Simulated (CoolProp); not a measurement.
A Linde-Hampson liquefier for normal hydrogen: isothermal reversible compression at 300 K from 1 atm to 10 MPa, throttling to 1 atm, return gas leaving the recuperator 2 K below the feed. Each further row changes one setting.

Values from CoolProp's reference Helmholtz-energy equation of state, Leachman 2009.

| case | compression work (kJ/kg of gas) |
|---|---|
| as stated | 5750 |
| high pressure 20 MPa | 6690 |
| warm-end temperature 330 K | 6320 |
| warm-end gap 7 K | 5750 |
